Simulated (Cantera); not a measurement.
# Low-pressure radical oxidation in H2/O2

A perfectly stirred reactor is fed with 3.29 % H₂, 96.7 % O₂, at 1700 Pa; it is held at 1175 K, and followed from long to short residence time.

Computed with Cantera and GRI-Mech 3.0 (53 species, 325 reactions). Radical loss at walls, strong at low pressure, is not modelled.

```
τ (s)        x H₂   x O₂   x H₂O    x HO₂       x H      x OH   x H₂O₂
-------  --------  -----  ------  -------  --------  --------  -------
0.60     0.000153  0.963  0.0327  1.59e-6  0.000173  0.000811  6.67e-8
0.21     0.000280  0.961  0.0323  2.15e-6  0.000445   0.00113  7.81e-8
0.073    0.000514  0.957  0.0314  2.75e-6   0.00105   0.00155  8.99e-8
0.026    0.000950  0.952  0.0301  3.30e-6   0.00207   0.00205  1.05e-7
0.0090    0.00189  0.948  0.0281  3.77e-6   0.00343   0.00266  1.32e-7
0.0031    0.00407  0.947  0.0249  4.12e-6   0.00460   0.00338  1.82e-7
0.0011    0.00890  0.949  0.0196  4.19e-6   0.00477   0.00394  2.39e-7
0.00038    0.0194  0.957  0.0104  3.69e-6   0.00287   0.00326  2.00e-7
```
x: mole fraction; the columns are a selection and need not sum to one.
